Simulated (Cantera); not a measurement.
Charge: 1 mol TiO2, 0.042 mol H2O, 0.3 mol Cl2, equilibrated at 1273.15 K and 9.40 bar.

Cantera equilibrium calculation (NASA polynomials, part measured and part estimated; ideal gas, pure solids and liquids). Candidate condensed phases: H2O, Ti, TiCl2, TiCl3, TiCl4, TiO, TiO2, Ti2O3, Ti3O5, Ti4O7; 23 gas species. Gases not in the tables: TiO(OH)2. Kinetics and transport are ignored.

Task: What is the equilibrium state?

Result: 
| Quantity | Value |
|---|---|
| x(Cl2) | 0.713 |
| x(HCl) | 0.224 |
| x(O2) | 0.0564 |
| x(H2O) | 0.00376 |
| x(Cl) | 0.00267 |
| x(TiCl4) | 0.000467 |
| x(ClO) | 6.71e-5 |
| x(HOCl) | 4.09e-5 |
| n(TiO2(rutile)) | 1.000 mol |
| gas amount | 0.3628 mol |
| log10 activity of TiCl4(l) (absent) | -4.41 |
| log10 activity of Ti4O7(s) (absent) | -9.77 |
| log10 activity of Ti3O5(s) (absent) | -9.95 |
